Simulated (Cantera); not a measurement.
Input: 1 mol SiHCl3, 0.35 mol N2, 1.9 mol H2, 2.2 mol NH3, at 1077 °C and 64.0 Pa.

These are equilibrium values from Cantera (NASA tables, ideal gas, pure condensed phases), not measurements of a reactor. Candidate condensed phases: NH4Cl, Si, Si3N4; 28 gas species. The tables' values for SiCl3 are old estimates; treat these amounts as uncertain. Kinetics and transport are ignored.

Base state: H2 0.554, HCl 0.288, N2 0.121, SiCl2 0.0340, SiCl3 0.00244, SiCl4 0.000871, SiHCl3 9.58e-5, H 7.01e-5 (mole fractions); condensed: Si3N4(s).

Problem. What changes in the equilibrium state with this change: temperature from 1077 °C to 877 °C?

Solution. 
```
species          before    after
-------------  --------  -------
H2                0.554    0.536
HCl               0.288    0.356
N2                0.121    0.102
SiCl2            0.0340  0.00102
SiCl4          0.000871  0.00396
H               7.01e-5  2.16e-6
Cl              3.04e-5  1.26e-6
Si3N4(s), mol     0.232    0.318
```
